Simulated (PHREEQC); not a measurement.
Dissolve 0.0001 mol CuCl2, 0.00036 mol H2SO4 and 0.036 mol H3BO3 per kg of water at 83 °C. Closed to the air; pH follows from the charge balance.

Equilibrium calculation in PHREEQC: ion-association model, wateq4f.dat.

Precipitation was switched off in this run.

Question: What pH, ionic strength does the model give?

Answer: pH 3.20; ionic strength 0.00122 mol/kgw.

Question: In which forms is S present?

Answer: SO4-2 80 %, HSO4- 19 %, CuSO4 1.5 % of the S.

At this temperature some constants are extrapolated from 25 °C, and those without enthalpy data are left unchanged.
